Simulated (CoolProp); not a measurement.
Vapour-liquid equilibrium of toluene (1) + n-octane (2) at 510 K; x and y are mole fractions of (1).

The numbers come from the multi-fluid Helmholtz-energy mixture model, Lemmon 2006 and Beckmüller 2019; pair parameters Bell 2016 in CoolProp.

```csv
x,bubble pressure (MPa),y at the bubble point,dew pressure at overall composition x (MPa),liquid density (mol/L)
0.05,1.072,0.065,1.066,4.266
0.125,1.109,0.157,1.096,4.392
0.2,1.144,0.243,1.126,4.526
0.275,1.177,0.325,1.157,4.669
0.35,1.208,0.402,1.187,4.822
0.425,1.237,0.476,1.217,4.987
0.5,1.264,0.547,1.246,5.164
0.575,1.288,0.616,1.274,5.354
0.65,1.310,0.684,1.299,5.559
0.725,1.329,0.751,1.322,5.780
0.8,1.345,0.817,1.341,6.019
0.875,1.359,0.884,1.357,6.277
0.95,1.369,0.953,1.369,6.556
```

No azeotrope shows between x = 0.05 and 0.95.

Pair parameters are fitted to limited data, so mixtures are less certain than the pure fluids.
